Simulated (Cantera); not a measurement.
Mixture: CO : H2 : CH4 : O2 : N2 = 1 : 1.4 : 0.64 : 1.55 : 10.2 (molar parts), equivalence ratio 1.6, at 6.22 atm, adiabatic and at constant pressure. Ignition delay is the time to a rise of 400 K.

Model: GRI-Mech 3.0 (53 species, 325 reactions), integrated in Cantera.

Q: Predict: delay at 1298 K; delay at 1448 K; delay at 1598 K; delay at 1748 K; apparent activation energy between 1673 and 1823 K.

A: 
| Quantity | Result |
|---|---|
| delay at 1298 K | 89.9 µs |
| delay at 1448 K | 33.2 µs |
| delay at 1598 K | 14.6 µs |
| delay at 1748 K | 7.46 µs |
| apparent activation energy between 1673 and 1823 K | 100 kJ/mol |
